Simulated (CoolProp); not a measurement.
A closed Brayton cycle with carbon dioxide: compressor inlet 327.15 K and 8.2 MPa, high pressure 27.2 MPa, turbine inlet 660 K, compressor efficiency 0.85, turbine efficiency 0.85, recuperator effectiveness 0.9 (on enthalpy, no pinch check). Each further row changes one setting.

Model: reference Helmholtz-energy equation of state, Span 1996, in CoolProp.

```json
[
 {"case": "as stated", "thermal efficiency (%)": "21.6", "net work (kJ/kg)": "44.2", "compressor to turbine work": "0.60", "compressor exit (K)": "430.6", "turbine exit (K)": "539.9"},
 {"case": "turbine inlet 610 K", "thermal efficiency (%)": "17.5", "net work (kJ/kg)": "32.7", "compressor to turbine work": "0.67", "compressor exit (K)": "430.6", "turbine exit (K)": "494.0"},
 {"case": "compressor inlet 337.15 K", "thermal efficiency (%)": "19.0", "net work (kJ/kg)": "36.8", "compressor to turbine work": "0.67", "compressor exit (K)": "447.4", "turbine exit (K)": "539.9"},
 {"case": "high pressure 23.1 MPa", "thermal efficiency (%)": "22.4", "net work (kJ/kg)": "42.1", "compressor to turbine work": "0.57", "compressor exit (K)": "416.0", "turbine exit (K)": "555.9"},
 {"case": "recuperator effectiveness 0.5", "thermal efficiency (%)": "17.4", "net work (kJ/kg)": "44.2", "compressor to turbine work": "0.60", "compressor exit (K)": "430.6", "turbine exit (K)": "539.9"}
]
```
